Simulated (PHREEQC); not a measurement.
1.1 g of hydrous ferric oxide (600 m²/g; 0.2 weak and 0.005 strong sites per Fe, Dzombak-Morel constants, diffuse double layer) in 1 kg of water with 0.1 mol/kgw of an inert sodium salt and 6.4e-05 mol NaF and 8.1e-06 mol Na2SeO4, at 25 °C; the pH is set by adding NaOH or the inert anion's acid. Oxygen is held at 0.21 atm. No CO2 enters from the air. Nothing may precipitate in this run.

Base run: PHREEQC, ion-association model, wateq4f.dat. Each further column changes one thing. The table gives F sorbed (%).

```
pH   base  no electrostatic term (-no_edl)  background salt from 0.1 to 0.01 mol/kgw  oxide from 1.1 to 5.5 g/kgw
---  ----  -------------------------------  ----------------------------------------  ---------------------------
3    88.7                              2.2                                      98.4                         97.6
4    92.5                              4.1                                      98.6                         98.5
4.5  91.1                              4.3                                      97.8                         98.2
5    87.5                              4.4                                      96.1                         97.3
6    68.4                              4.6                                      83.2                         92.0
7    31.8                              5.2                                      42.8                         70.4
7.5  16.1                              5.8                                      21.2                         49.1
8     7.0                              5.8                                       8.5                         27.3
9     1.1                              3.2                                       1.1                          5.3
```

The oxide is taken as insoluble; below pH 4 it would dissolve.
